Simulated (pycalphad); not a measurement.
An equivalent pycalphad script:

```python
from pycalphad import Database, equilibrium, calculate, variables as v
import numpy as np
db = Database('COST507.tdb')
comps = ['AL', 'MG', 'SI', 'VA']
phases = ['ALMG_BETA', 'ALMG_EPS', 'ALMG_GAMMA', 'DIAMOND_A4', 'FCC_A1', 'HCP_A3', 'LIQUID', 'MG2SI']
eq = equilibrium(db, comps, phases, {v.X('MG'): 0.0008, v.X('SI'): 0.0126, v.T: np.arange(1650, 349, -50), v.P: 101325, v.N: 1}, output=['HM', 'SM'])
```

CALPHAD calculation (pycalphad, COST 507 light-alloy database (1999)), 1 atm. No gas phase is included, though pure Mg would boil below 1650 K. These are 1990s assessments: newer ones move some temperatures and phases. Amounts are mole fractions of atoms. Diffusion is slow at the low end, where real alloys seldom reach equilibrium.

Results at three of the temperatures:

```
T = 1550.00 K, P = 101325 Pa, N = 1 mol of atoms
G = -87993 J/mol, H = 48678 J/mol, S = 88.18 J/(mol K)  (SER reference)
chemical potentials (J/mol): Al -87449, Mg -185001, Si -124458
phase             fraction      x(Al)      x(Mg)      x(Si)
LIQUID              1.0000     0.9866     0.0008     0.0126
```

```
T = 1250.00 K, P = 101325 Pa, N = 1 mol of atoms
G = -62527 J/mol, H = 39170 J/mol, S = 81.36 J/(mol K)  (SER reference)
chemical potentials (J/mol): Al -62141, Mg -142753, Si -87651
phase             fraction      x(Al)      x(Mg)      x(Si)
LIQUID              1.0000     0.9866     0.0008     0.0126
```

```
T = 500.00 K, P = 101325 Pa, N = 1 mol of atoms
G = -15543 J/mol, H = 5169 J/mol, S = 41.42 J/(mol K)  (SER reference)
chemical potentials (J/mol): Al -15580, Mg -48235, Si -10615
phase             fraction      x(Al)      x(Mg)      x(Si)
FCC_A1              0.9868     0.9998   0.000111   0.000131
DIAMOND_A4          0.0121   1.22e-11       none     1.0000
MG2SI               0.0010       none     0.6667     0.3333
```

Changes of the phase set, refined by bisection:

| T (K) | phases above | phases below |
|---|---|---|
| 925.3 | liquid | fcc + liquid |
| 859.2 | fcc + liquid | fcc |
| 829.3 | fcc | diamond (Si) + fcc |
| 619.8 | diamond (Si) + fcc | diamond (Si) + fcc + MG2SI |

Database names, with the compositions (at.%) that they take in these runs: MG2SI: Mg 67 Si 33. FCC_A1 is fcc; DIAMOND_A4 is diamond (Si). An entry "none" or "no" means that the model of the phase leaves that element out.
